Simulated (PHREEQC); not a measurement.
Make-up at 25 °C: 28 mmol/kgw HF, 0.077 mmol/kgw KF and 4.1 mmol/kgw NaHCO3. Closed to the air; pH follows from the charge balance.

Computed with PHREEQC (ion-association model, wateq4f.dat).

This is a speciation only: nothing precipitates in the calculation.

Task: Order these F species by the share of F that they hold, largest first: HF2-, HF, F-, H2F2.

Result: HF (68 %), F- (22 %), H2F2 (6.8 %), HF2- (3.2 %)

The pH is 2.65 and the ionic strength 0.00661 mol/kgw. Species that the database lacks are ignored. wateq4f.dat counts part of the HF as a dimer, H2F2, which phreeqc.dat doesn't know; its constant is uncertain.
